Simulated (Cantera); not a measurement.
Input (Python, Cantera) and output of one run.

```python
import numpy as np
import cantera as ct

gas_names = """
    H HO2 H2 H2O H2O2 H2S H2SO4 O OH O2 O3 S SH SO SO2 SO3 S2 S2O S8
""".split()
cond_names = """
    H2O(s) H2O(L) H2SO4(L) S(cr1) S(cr2) S(L)
""".split()


def load(file, names, dense=False):
    # The tables refer to 1 bar. Condensed volumes are neglected.
    table = {s.name: s for s in ct.Species.list_from_file(file)}
    out = []
    for n in names:
        d = dict(table[n].input_data)
        d["thermo"] = dict(d["thermo"], **{"reference-pressure": 1e5})
        if dense:
            d["equation-of-state"] = {"model": "constant-volume", "density": "1e6 g/cm^3"}
        out.append(ct.Species.from_dict(d))
    return out


gas = ct.Solution(thermo="ideal-gas", species=load("nasa_gas.yaml", gas_names))
cond = {s.name: ct.Solution(thermo="fixed-stoichiometry", species=[s], name=s.name)
        for s in load("nasa_condensed.yaml", cond_names, dense=True)}
atoms = {
    'S': {'S': 1},
    'H2': {'H': 2},
    'SO2': {'S': 1, 'O': 2},
}
top_T = {}  # K; cautious upper limits of use, not melting points


def equilibrate(T, P, feed):
    n = {}
    for name, mol in feed.items():
        for a, k in atoms[name].items():
            n[a] = n.get(a, 0.0) + k * mol
    gas.TPX = T, P, n
    mass = sum(n.values()) * gas.mean_molecular_weight
    gas.equilibrate("TP")
    valid = [c for c in cond.values() if c.min_temp <= T <= top_T.get(c.name, c.max_temp)]
    mix = ct.Mixture([(gas, mass / gas.mean_molecular_weight)] + [(c, 0.0) for c in valid])
    mix.T, mix.P = T, P
    mix.equilibrate("TP", solver="vcs", rtol=1e-11, max_steps=5000)
    return mix


results = []
feed = {'S': 1, 'H2': 6.8, 'SO2': 0.32}  # mol
T = 1198  # K
P = 130  # Pa
mix = equilibrate(T, P, feed)
results.append((T, P, feed, dict(zip(mix.species_names, mix.species_moles))))
x = sorted(zip(gas.X, gas.species_names), reverse=True)
print(f"T = {T:g} K  P = {P:g} Pa  gas = {mix.phase_moles(0):.4g} mol")
print("   x: " + "  ".join(f"{s} {v:.3e}" for v, s in x if v > 1e-05))
print("   condensed (mol): " + ("  ".join(f"{mix.phase(i).name} {mix.phase_moles(i):.4g}"
      for i in range(1, mix.n_phases) if mix.phase_moles(i) > 1e-12) or "none"))
```

Output:

```
T = 1198 K  P = 130 Pa  gas = 7.051 mol
   x: H2 7.573e-01  H2S 1.161e-01  H2O 9.074e-02  S2 3.526e-02  SH 5.892e-04
   condensed (mol): none
```

Method: chemical equilibrium by Gibbs-energy minimisation in Cantera with the NASA 1993 tables (ideal gas, pure condensed phases). Gases not in the tables: S3 to S7.
